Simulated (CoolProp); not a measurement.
Vapour-liquid equilibrium of dimethyl carbonate (1) + n-nonane (2) at 0.204 MPa; x and y are mole fractions of (1).

Model: multi-fluid Helmholtz-energy mixture model, Zhou 2011 and Lemmon 2006; pair parameters Bell 2016, in CoolProp.

```
x     bubble temperature, mixture model (K)  bubble temperature, Raoult's law (K)  y, mixture model  y, Raoult's law
----  -------------------------------------  ------------------------------------  ----------------  ---------------
0.05                                  438.1                                 445.3             0.303            0.196
0.15                                  417.7                                 433.4             0.619            0.460
0.25                                  405.9                                 424.1             0.749            0.626
0.35                                  399.2                                 416.4             0.810            0.736
0.45                                  395.3                                 410.0             0.844            0.814
0.55                                  393.0                                 404.5             0.865            0.870
0.65                                  391.3                                 399.8             0.882            0.913
0.75                                  390.0                                 395.6             0.900            0.945
0.85                                  388.7                                 391.8             0.925            0.971
0.95                                  387.4                                 388.5             0.967            0.991
```

The largest gap from Raoult's law is -18.2 K in bubble temperature, at x = 0.25. No azeotrope shows between x = 0.05 and 0.95.

Pair parameters are fitted to limited data, so mixtures are less certain than the pure fluids.
